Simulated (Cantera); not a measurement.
An adiabatic, constant-pressure homogeneous reactor starts with CH4 : O2 : N2 : CO2 = 1 : 2.56 : 9.64 : 0.96 (molar parts), at 1075 K and 0.250 bar.

Model: GRI-Mech 3.0 (53 species, 325 reactions), integrated in Cantera.

Q: Predict: time of steepest temperature rise; temperature at 3.00 s; equilibrium temperature; x(O2) at 3.00 s; x(CO2) at 3.00 s; x(NO2) at 3.00 s.

A: 
```
Item                                                                 Value
---------------------------------  ---------------------------------------
time of steepest temperature rise                                   1.04 s
temperature at 3.00 s                                               2296 K
equilibrium temperature                                             2296 K
x(O2) at 3.00 s                      0.0414 (gas-phase equilibrium 0.0414)
x(CO2) at 3.00 s                       0.123 (gas-phase equilibrium 0.123)
x(NO2) at 3.00 s                   1.59e-6 (gas-phase equilibrium 1.59e-6)
```
